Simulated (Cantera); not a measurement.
Reactions in the system N-Nb-O

Standard-state values (1 bar) from the NASA 1993 polynomials, evaluated with Cantera. Values are per mole of reaction as written; species without (g) are pure solids or liquids, kept so even where they would boil at 1 bar.

NbO2 + 2 N2(g) ⇌ Nb + 2 N2O(g)

| T (K) | ΔH° (kJ) | ΔS° (J/K) | ΔG° (kJ) | log10 K |
|---|---|---|---|---|
| 898 | 952.0 | 27.2 | 927.6 | -53.96 |
| 948 | 951.4 | 26.5 | 926.3 | -51.04 |
| 998 | 950.7 | 25.7 | 925.0 | -48.41 |
| 1048 | 949.9 | 25.0 | 923.7 | -46.04 |
| 1098 | 945.7 | 21.1 | 922.5 | -43.89 |
| 1148 | 944.8 | 20.3 | 921.5 | -41.93 |
| 1198 | 943.9 | 19.5 | 920.5 | -40.13 |
| 1248 | 943.5 | 19.2 | 919.5 | -38.49 |
| 1298 | 943.1 | 18.9 | 918.6 | -36.97 |
| 1348 | 942.8 | 18.7 | 917.6 | -35.56 |
